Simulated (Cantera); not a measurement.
Charge: 1 mol C3H8, 0.39 mol CO2, 0.61 mol N2, held at 2623 K and 0.390 bar.

Cantera equilibrium calculation (NASA polynomials, part measured and part estimated; ideal gas, pure solids and liquids). Candidate condensed phases: C, C6H6, C7H8, C8H18, H2O; 136 gas species. Equilibrium is a limit: real reactors are often held back by kinetics, nucleation or transport.

Base state: H2 0.668, CO 0.141, N2 0.0963, H 0.0551, HCN 0.0241, C2H2 (acetylene) 0.0118, HNC 0.00323, CN 0.000136 (mole fractions); condensed: C(graphite).

Problem. What changes in the equilibrium state with this change: temperature from 2623 K to 1375 K?

Solution. 
| species | before | after |
|---|---|---|
| H2 | 0.668 | 0.741 |
| CO | 0.141 | 0.145 |
| N2 | 0.0963 | 0.113 |
| H | 0.0551 | 4.72e-6 |
| HCN | 0.0241 | 0.000117 |
| C2H2 (acetylene) | 0.0118 | 1.32e-6 |
| CN | 0.000136 | <1e-9 |
| C2H | 8.99e-5 | <1e-9 |
| C4H2 | 8.70e-5 | <1e-9 |
| C2N2 | 1.51e-5 | <1e-9 |
| C(graphite), mol | 2.32 | 2.60 |

Problem. What changes in the equilibrium state with this change: pressure from 0.390 bar to 98.0 bar?

Solution. 
```tsv
species	before	after
H2	0.668	0.703
CO	0.141	0.145
N2	0.0963	0.0994
H	0.0551	0.00357
CH4	2.16e-5	0.00602
C2H2 (acetylene)	0.0118	0.0125
HCN	0.0241	0.0251
C3H4 (propyne)	9.99e-8	2.78e-5
C2H4	1.48e-6	0.000412
C3H4 (allene)	4.40e-8	1.23e-5
CH3CN	3.47e-7	9.56e-5
NH3	6.09e-7	0.000168
C(graphite), mol	2.32	2.28
```
The ideal-gas law is rough above about 30 bar.
